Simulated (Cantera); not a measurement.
An adiabatic, constant-pressure homogeneous reactor starts with 16.6 % CH₄, 5.49 % CO, 16.4 % O₂, 61.5 % N₂, equivalence ratio 2.2, at 1200 K and 1.00 bar.

Cantera simulation using GRI-Mech 3.0 (53 species, 325 reactions); the numbers are that mechanism's predictions, not measurements.

**Question.** Predict: time of steepest temperature rise; temperature at 3.00 s; equilibrium temperature; x(CO) at 3.00 s; x(O₂) at 3.00 s; x(HCN) at 3.00 s; x(H) at 3.00 s; x(CH₂O) at 3.00 s.

**Answer.** 
```json
{
 "time_of_steepest_temperature_rise": "0.102 s",
 "temperature at 3.00 s": "2215 K",
 "equilibrium_temperature": "2215 K",
 "x(CO) at 3.00 s": "0.167 (gas-phase equilibrium 0.167)",
 "x(O₂) at 3.00 s": "7.55e-7 (gas-phase equilibrium 7.55e-7)",
 "x(HCN) at 3.00 s": "1.53e-7 (gas-phase equilibrium 1.53e-7)",
 "x(H) at 3.00 s": "0.00252 (gas-phase equilibrium 0.00252)",
 "x(CH₂O) at 3.00 s": "1.12e-8 (gas-phase equilibrium 1.12e-8)"
}
```
